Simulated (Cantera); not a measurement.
Mixture: CH4 : O2 : N2 : H2O = 1 : 3.77 : 14.2 : 1.4 (molar parts), at 2.10 bar, adiabatic and at constant pressure. Ignition delay is the time to a rise of 400 K.

Cantera simulation using GRI-Mech 3.0 (53 species, 325 reactions); the numbers are that mechanism's predictions, not measurements.

Predict: delay at 1200 K; delay at 1400 K; delay at 1600 K; delay at 1800 K; delay at 2000 K; apparent activation energy between 1800 and 2000 K.


* **delay at 1200 K**: 18.9 ms
* **delay at 1400 K**: 1.69 ms
* **delay at 1600 K**: 0.238 ms
* **delay at 1800 K**: 54.8 µs
* **delay at 2000 K**: 18.6 µs
* **apparent activation energy between 1800 and 2000 K**: 160 kJ/mol
